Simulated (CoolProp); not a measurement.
A simple Rankine cycle with R21: condensing at 329.15 K, boiler at 1.97 MPa, turbine inlet 472 K, turbine efficiency 0.75, pump efficiency 0.7, no recuperator. Each further row changes one setting.

Computed with CoolProp (reference Helmholtz-energy equation of state, Platzer 1990). This equation is an older, rougher fit; its heat capacities, sound speeds and derivatives of the liquid may be far off and weren't checked against measurements.

| case | thermal efficiency (%) | net work (kJ/kg) | heat in (kJ/kg) | turbine exit temperature (K) | volume ratio over the turbine |
|---|---|---|---|---|---|
| as stated | 10.9 | 32.7 | 300 | 407.9 | 3.94 |
| condensing temperature 321.15 K | 12.2 | 37.7 | 308 | 399.4 | 4.86 |
| boiler pressure 1.38 MPa | 8.6 | 26.2 | 306 | 425.2 | 2.78 |
| turbine efficiency 0.65 | 9.4 | 28.2 | 300 | 414.2 | 4.01 |
